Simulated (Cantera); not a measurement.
A closed system holds: 1 mol PbO, 2.2 mol C, 0.89 mol N2, held at 210000 Pa.

These are equilibrium values from Cantera (NASA tables, ideal gas, pure condensed phases), not measurements of a reactor. Candidate condensed phases: C, Pb, PbO, PbO2, Pb3O4; 27 gas species. Equilibrium is a limit: real reactors are often held back by kinetics, nucleation or transport.

Q: Which condensed phases are stable at each of these points (T (K)): 1625, 1675, 1725, 1775, 1825, 1875, 1925, 1975, 2025, 2075, 2125, 2175, 2225?

A: 
```
T (K)     condensed phases  Pb condensed (%)
-----  -------------------  ----------------
1625   C(graphite) + Pb(l)              93.0
1675   C(graphite) + Pb(l)              89.4
1725   C(graphite) + Pb(l)              84.3
1775   C(graphite) + Pb(l)              76.8
1825   C(graphite) + Pb(l)              66.0
1875   C(graphite) + Pb(l)              50.1
1925   C(graphite) + Pb(l)              26.0
1975           C(graphite)               0.0
2025           C(graphite)               0.0
2075           C(graphite)               0.0
2125           C(graphite)               0.0
2175           C(graphite)               0.0
2225           C(graphite)               0.0
```

From 1625 K to 1925 K the condensed part is C(graphite) + Pb(l). From 1975 K to 2225 K the condensed part is C(graphite).
